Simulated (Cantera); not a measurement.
Charge: 1 mol Si2Cl6, 1.3 mol HCl, 110 mol H2, held at 1048.15 K and 1.60 mbar.

Cantera equilibrium calculation (NASA polynomials, part measured and part estimated; ideal gas, pure solids and liquids). Candidate condensed phases: Si; 19 gas species. The feed counts by its element totals alone. The tables' values for SiCl3 are old estimates; treat these amounts as uncertain. Equilibrium is a limit: real reactors are often held back by kinetics, nucleation or transport.

Base state: H2 0.953, HCl 0.0383, SiCl4 0.00373, SiCl2 0.00287, SiHCl3 0.000952, SiCl3 0.000765, SiH2Cl2 2.76e-5 (mole fractions); condensed: Si(s).

Problem. What changes in the equilibrium state with this change: temperature from 1048.15 K to 1475 K?

Solution. 
| species | before | after |
|---|---|---|
| H2 | 0.953 | 0.944 |
| HCl | 0.0383 | 0.0482 |
| SiCl2 | 0.00287 | 0.00775 |
| SiCl4 | 0.00373 | 8.94e-7 |
| Cl | 6.94e-9 | 1.30e-5 |
| H | 1.89e-7 | 0.000315 |
| Si(s), mol | 1.05 | 1.11 |
